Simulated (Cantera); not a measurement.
An adiabatic, constant-pressure homogeneous reactor starts with C3H8 : O2 : N2 : H2O = 1 : 6.49 : 24.4 : 4 (molar parts), at 950 K and 1130 Torr.

Model: GRI-Mech 3.0 (53 species, 325 reactions), integrated in Cantera. GRI-Mech 3.0 was tuned for natural gas; its chemistry of propane as a main component is partial and can be far from experiment. Below about 1000 K GRI-Mech 3.0 lacks low-temperature oxidation paths.

x: mole fraction; the columns are a selection and need not sum to one.

| t (s) | T (K) | x C3H8 | x O2 | x H2O | x N2O | x CH2CO | x C2H4 | x C2H6 |
|---|---|---|---|---|---|---|---|---|
| 2.00e-6 | 950 | 0.0279 | 0.181 | 0.111 | <1e-12 | <1e-12 | 1.42e-11 | <1e-12 |
| 5.52e-6 | 950 | 0.0279 | 0.181 | 0.111 | <1e-12 | <1e-12 | 7.46e-11 | <1e-12 |
| 1.53e-5 | 950 | 0.0279 | 0.181 | 0.111 | <1e-12 | <1e-12 | 2.89e-10 | <1e-12 |
| 4.21e-5 | 950 | 0.0279 | 0.181 | 0.111 | <1e-12 | <1e-12 | 9.15e-10 | <1e-12 |
| 0.000116 | 950 | 0.0279 | 0.181 | 0.111 | <1e-12 | <1e-12 | 2.77e-9 | <1e-12 |
| 0.000321 | 950 | 0.0279 | 0.181 | 0.111 | <1e-12 | <1e-12 | 8.84e-9 | 1.68e-12 |
| 0.000887 | 950 | 0.0279 | 0.181 | 0.111 | <1e-12 | <1e-12 | 3.33e-8 | 3.02e-11 |
| 0.00245 | 950 | 0.0279 | 0.181 | 0.111 | <1e-12 | <1e-12 | 1.68e-7 | 7.75e-10 |
| 0.00676 | 950 | 0.0279 | 0.181 | 0.111 | <1e-12 | 2.71e-12 | 1.16e-6 | 2.30e-8 |
| 0.0187 | 950 | 0.0279 | 0.181 | 0.111 | <1e-12 | 1.14e-10 | 7.28e-6 | 3.51e-7 |
| 0.0516 | 950 | 0.0278 | 0.181 | 0.111 | <1e-12 | 1.80e-9 | 2.89e-5 | 1.80e-6 |
| 0.142 | 950 | 0.0278 | 0.181 | 0.111 | 1.05e-12 | 1.94e-8 | 9.56e-5 | 6.57e-6 |
| 0.393 | 950 | 0.0275 | 0.181 | 0.112 | 4.27e-12 | 2.21e-7 | 0.000329 | 2.52e-5 |
| 1.09 | 951 | 0.0258 | 0.180 | 0.112 | 4.00e-11 | (withheld) | (withheld) | (withheld) |
| 3.00 | 2270 | <1e-12 | 0.0380 | 0.211 | 3.56e-7 | <1e-12 | <1e-12 | <1e-12 |

**Question.** Some entries are withheld; supply them.

**Answer.** 
- 1.09, x CH2CO: 6.33e-6
- 1.09, x C2H4: 0.00200
- 1.09, x C2H6: 0.000194
